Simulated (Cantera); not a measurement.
# Gas-phase reforming

An isothermal, constant-pressure homogeneous reactor starts with 39.7 % CH4, 37.3 % H2O, 23.0 % H2, at 2150 K and 910000 Pa.

Detailed kinetics in Cantera: GRI-Mech 3.0 (53 species, 325 reactions).

```csv
t (s),x CH4,x H2O,x H2,x CO,x O2
4.00e-6,0.278,0.346,0.323,0.00130,1.36e-8
1.94e-5,0.135,0.298,0.467,0.00561,1.36e-8
9.43e-5,0.0467,0.253,0.565,0.0193,7.49e-9
0.000458,0.0223,0.187,0.631,0.0616,3.87e-9
0.00222,0.0135,0.0914,0.707,0.135,9.13e-10
0.0108,0.00639,0.0257,0.759,0.190,7.64e-11
0.0524,0.00343,0.00309,0.777,0.209,1.15e-12
0.254,0.00298,5.90e-5,0.779,0.211,<1e-12
1.24,0.00298,5.25e-5,0.779,0.211,<1e-12
6.00,0.00298,5.25e-5,0.779,0.211,<1e-12
```
x: mole fraction; the columns are a selection and need not sum to one.

Equilibrium at this temperature and pressure: CH4 0.00298, H2O 5.41e-5, H2 0.779, CO 0.211, O2 <1e-12 (gas phase only).
